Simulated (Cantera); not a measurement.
Input: 1 mol Al, 0.011 mol H₂O, 2.5 mol N₂, held at 0.100 bar.

Cantera equilibrium calculation (NASA polynomials, part measured and part estimated; ideal gas, pure solids and liquids). Candidate condensed phases: Al, AlN, Al₂O₃, H₂O; 35 gas species. The numbers say what is thermodynamically allowed, not how fast it happens. All values below are at 650 °C.

Base state: N₂ 0.995, H₂ 0.00546 (mole fractions); condensed: AlN(s) + Al₂O₃(s).

### Question
What changes in the equilibrium state with this change: H₂O from 0.011 to 0.47 mol?

### Answer
```json
[
 {"species": "N₂", "before": "0.995", "after": "0.821"},
 {"species": "H₂", "before": "0.00546", "after": "0.179"},
 {"species": "AlN(s), mol", "before": "0.993", "after": "0.687"},
 {"species": "Al₂O₃(s), mol", "before": "0.00367", "after": "0.157"}
]
```
